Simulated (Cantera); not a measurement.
# Pb + CO + N2 (iron carbonyl, mercury and lead vapours)

Feed: 1 mol Pb, 2.8 mol CO, 1.1 mol N2, equilibrated at 1075 °C.

Equilibrium computed with Cantera from the NASA thermochemical tables; the gas is ideal and each condensed phase is pure. Candidate condensed phases: C, Pb, PbO, PbO2, Pb3O4; 27 gas species. Equilibrium is a limit: real reactors are often held back by kinetics, nucleation or transport.

From 0.0750 Torr to 5.63 Torr nothing is condensed. At 24.0 Torr the condensed part is Pb(l). From 97.5 Torr to 7500 Torr the condensed part is C(graphite) + Pb(l). The main Pb-bearing gas is Pb throughout.

```json
[
 {"P (Pa)": "10", "log p CO": "-4.24", "log p N2": "-4.65", "log p Pb": "-4.69", "log p CO2": "-11.01", "log p Pb2": "-10.91", "log p PbO": "-15.07", "n Pb(l)": "0", "n C(graphite)": "0"},
 {"P (Pa)": "42", "log p CO": "-3.62", "log p N2": "-4.03", "log p Pb": "-4.07", "log p CO2": "-9.77", "log p Pb2": "-9.66", "log p PbO": "-13.82", "n Pb(l)": "0", "n C(graphite)": "0"},
 {"P (Pa)": "180", "log p CO": "-2.99", "log p N2": "-3.39", "log p Pb": "-3.43", "log p CO2": "-8.50", "log p Pb2": "-8.40", "log p PbO": "-12.56", "n Pb(l)": "0", "n C(graphite)": "0"},
 {"P (Pa)": "750", "log p CO": "-2.37", "log p N2": "-2.77", "log p Pb": "-2.82", "log p CO2": "-7.26", "log p Pb2": "-7.16", "log p PbO": "-11.32", "n Pb(l)": "0", "n C(graphite)": "0"},
 {"P (Pa)": "3200", "log p CO": "-1.71", "log p N2": "-2.11", "log p Pb": "-2.32", "log p CO2": "-5.94", "log p Pb2": "-6.17", "log p PbO": "-10.17", "n Pb(l)": "0.314", "n C(graphite)": "0"},
 {"P (Pa)": "13000", "log p CO": "-1.05", "log p N2": "-1.45", "log p Pb": "-2.32", "log p CO2": "-4.62", "log p Pb2": "-6.17", "log p PbO": "-9.50", "n Pb(l)": "0.851", "n C(graphite)": "0.000748"},
 {"P (Pa)": "56000", "log p CO": "-0.40", "log p N2": "-0.80", "log p Pb": "-2.32", "log p CO2": "-3.33", "log p Pb2": "-6.17", "log p PbO": "-8.86", "n Pb(l)": "0.966", "n C(graphite)": "0.00331"},
 {"P (Pa)": "240000", "log p CO": "0.23", "log p N2": "-0.17", "log p Pb": "-2.32", "log p CO2": "-2.06", "log p Pb2": "-6.17", "log p PbO": "-8.22", "n Pb(l)": "0.992", "n C(graphite)": "0.0141"},
 {"P (Pa)": "1000000", "log p CO": "0.84", "log p N2": "0.46", "log p Pb": "-2.32", "log p CO2": "-0.84", "log p Pb2": "-6.17", "log p PbO": "-7.61", "n Pb(l)": "0.998", "n C(graphite)": "0.0559"}
]
```
log p: log10 of the partial pressure in bar; n: condensed amount in mol.
